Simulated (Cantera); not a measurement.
A Cantera script and its output.

```python
import numpy as np
import cantera as ct

gas = ct.Solution("h2o2.yaml")
gas.TPX = 1048, 100000, {'H2': 1, 'O2': 1.47, 'N2': 5.53}
reactor = ct.IdealGasConstPressureReactor(gas, energy="on", clone=False)
net = ct.ReactorNet([reactor])
net.rtol, net.atol = 1e-08, 1e-16
show = ['H2', 'O2', 'H2O2', 'OH', 'O']
times = np.geomspace(4e-06, 3, 12)

steps = ct.SolutionArray(gas, extra=["t"])
rows = []
print(f"{'t/s':>10s}{'T/K':>9s}{'P/Pa':>11s}" + "".join(f"{s:>11s}" for s in show))
for t in times:
    while net.time < t:
        t_next = net.step()
        steps.append(gas.state, t=t_next)
    rows.append([np.interp(t, steps.t, y) for y in (steps.T, steps.P, *steps(*show).X.T)])
    print(f"{t:10.3e}{rows[-1][0]:9.1f}{rows[-1][1]:11.4g}" + "".join(f"{x:11.3e}" for x in rows[-1][2:]))
rate = np.gradient(steps.T, steps.t)
print("integrator steps:", len(steps.t))
if steps.T.max() > steps.T[0] + 200:
    print(f"time of steepest temperature rise: {steps.t[rate.argmax()]:.4e} s")
gas.TPX = 1048, 100000, {'H2': 1, 'O2': 1.47, 'N2': 5.53}
gas.equilibrate("HP")
print(f"equilibrium (HP): T = {gas.T:.1f} K  " + "  ".join(f"{s} {gas[s].X[0]:.3e}" for s in show))
```

It prints:

```
       t/s      T/K       P/Pa         H2         O2       H2O2         OH          O
 4.000e-06   1048.0      1e+05  1.250e-01  1.837e-01  8.998e-14  1.849e-11  3.909e-11
 1.368e-05   1048.0      1e+05  1.250e-01  1.837e-01  1.430e-12  1.283e-10  3.189e-10
 4.680e-05   1048.0      1e+05  1.250e-01  1.837e-01  8.494e-11  5.444e-09  1.391e-08
 1.601e-04   1292.9      1e+05  5.228e-02  1.490e-01  6.613e-06  5.171e-03  8.428e-03
 5.476e-04   1930.6      1e+05  3.248e-04  1.281e-01  1.238e-07  3.322e-03  7.203e-04
 1.873e-03   1943.9      1e+05  7.401e-05  1.288e-01  7.358e-08  1.628e-03  1.656e-04
 6.407e-03   1944.3      1e+05  6.947e-05  1.288e-01  7.299e-08  1.578e-03  1.556e-04
 2.191e-02   1944.3      1e+05  6.947e-05  1.288e-01  7.299e-08  1.578e-03  1.556e-04
 7.496e-02   1944.3      1e+05  6.947e-05  1.288e-01  7.299e-08  1.578e-03  1.556e-04
 2.564e-01   1944.3      1e+05  6.947e-05  1.288e-01  7.299e-08  1.578e-03  1.556e-04
 8.771e-01   1944.3      1e+05  6.947e-05  1.288e-01  7.299e-08  1.578e-03  1.556e-04
 3.000e+00   1944.3      1e+05  6.947e-05  1.288e-01  7.299e-08  1.578e-03  1.556e-04
integrator steps: 1225
time of steepest temperature rise: 1.6180e-04 s
equilibrium (HP): T = 1944.3 K  H2 6.947e-05  O2 1.288e-01  H2O2 7.299e-08  OH 1.578e-03  O 1.556e-04
```

Computed with Cantera and the H2/O2 subset of GRI-Mech 3.0, which has no nitrogen chemistry.
